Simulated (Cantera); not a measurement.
A closed system holds: 1 mol borazine, 0.085 mol O2, equilibrated at 1073 K and 0.100 bar.

Method: chemical equilibrium by Gibbs-energy minimisation in Cantera with the NASA 1993 tables (ideal gas, pure condensed phases). Candidate condensed phases: B, BN, B2O3, B3O3H3, H2O; 39 gas species. The feed counts by its element totals alone. Mutual solubility and eutectic melting of coexisting phases are not modelled. Gases not in the tables: H3BO3. Equilibrium is a limit: real reactors are often held back by kinetics, nucleation or transport.

Base state: H2 0.981, N2 0.0182, H2O 0.00113, HBO2 1.15e-5 (mole fractions); condensed: BN(s) + B2O3(l).

Task: What changes in the equilibrium state with this change: 0.033 mol HF added?

Result: 
```csv
species,before,after
H2,0.981,0.974
N2,0.0182,0.0192
HF,0,0.00338
BF3,0,0.00213
B3O3F3,0,0.000248
BOF,0,0.000134
H2O,0.00113,0.00114
HBO2,1.15e-5,1.16e-5
"BN(s), mol",2.89,2.88
"B2O3(l), mol",0.0555,0.0546
```
